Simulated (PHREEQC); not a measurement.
## Buffer: an equilibrium model

Dissolve 0.0027 mol NaHSO4, 4e-05 mol NH3 and 0.00018 mol NaCl per kg of water at 45 °C. Closed to the air; pH follows from the charge balance.

The numbers come from PHREEQC with the ion-association model, phreeqc.dat.

This is a speciation only: nothing precipitates in the calculation.

### Question
Estimate the pH.

### Answer
pH 2.70.

### Question
In which forms is N present?

### Answer
NH4+ 98 %, NH4SO4- 1.9 % of the N.

Complexes and solids missing from the database can't appear. Constants without temperature data keep their 25 °C values here.
